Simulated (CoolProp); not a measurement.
A single-stage vapour-compression cycle with n-butane: evaporating at 271.15 K (dew point), condensing at 314.15 K (bubble point), superheat 5 K, subcooling 0 K, compressor efficiency 0.85, no pressure losses. Each further row changes one setting.

Computed with CoolProp (reference Helmholtz-energy equation of state, Bücker 2006).

| case | cooling COP | pressure ratio | discharge temperature (K) | refrigerating effect (kJ/kg) | volumetric capacity (kJ/m³) |
|---|---|---|---|---|---|
| as stated | 4.47 | 4.07 | 320.5 | 291 | 732 |
| evaporating temperature 276.15 K | 5.26 | 3.37 | 319.9 | 299 | 895 |
| condensing temperature 309.15 K | 5.19 | 3.53 | 315.8 | 304 | 764 |
| subcooling 5 K | 4.66 | 4.07 | 320.5 | 304 | 764 |
| superheat 15 K | 4.53 | 4.07 | 330.5 | 308 | 744 |
| compressor efficiency 0.75 | 3.94 | 4.07 | 325.0 | 291 | 732 |
